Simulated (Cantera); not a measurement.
An isothermal, constant-pressure homogeneous reactor starts with NO : N2 = 1 : 0.17 (molar parts), at 1525 K and 0.133 bar. Integrator tolerance rtol = 1e-08.

Detailed kinetics in Cantera: GRI-Mech 3.0 (53 species, 325 reactions).

Question: What does this change do: temperature 1525 to 2173 K?

Answer: 
```
quantity                                            before                                    after
----------------  ----------------------------------------  ---------------------------------------
x(NO) at 20.0 s      0.808 (gas-phase equilibrium 0.00168)    0.0142 (gas-phase equilibrium 0.0142)
x(NO2) at 20.0 s  0.000498 (gas-phase equilibrium 4.34e-6)  9.65e-6 (gas-phase equilibrium 9.65e-6)
x(N2O) at 20.0 s  0.000210 (gas-phase equilibrium 3.19e-8)  2.45e-7 (gas-phase equilibrium 2.45e-7)
x(O) at 20.0 s     2.79e-6 (gas-phase equilibrium 1.02e-5)  0.00405 (gas-phase equilibrium 0.00405)
x(O2) at 20.0 s       0.0231 (gas-phase equilibrium 0.426)      0.417 (gas-phase equilibrium 0.417)
x(N2) at 20.0 s        0.169 (gas-phase equilibrium 0.572)      0.564 (gas-phase equilibrium 0.564)
```

Question: What does this change do: temperature 1525 to 2100 K?

Answer: 
```tsv
quantity	before	after
x(NO) at 20.0 s	0.808 (gas-phase equilibrium 0.00168)	0.0120 (gas-phase equilibrium 0.0120)
x(NO2) at 20.0 s	0.000498 (gas-phase equilibrium 4.34e-6)	9.07e-6 (gas-phase equilibrium 9.07e-6)
x(N2O) at 20.0 s	0.000210 (gas-phase equilibrium 3.19e-8)	2.07e-7 (gas-phase equilibrium 2.07e-7)
x(O) at 20.0 s	2.79e-6 (gas-phase equilibrium 1.02e-5)	0.00248 (gas-phase equilibrium 0.00248)
x(O2) at 20.0 s	0.0231 (gas-phase equilibrium 0.426)	0.420 (gas-phase equilibrium 0.420)
x(N2) at 20.0 s	0.169 (gas-phase equilibrium 0.572)	0.566 (gas-phase equilibrium 0.566)
```
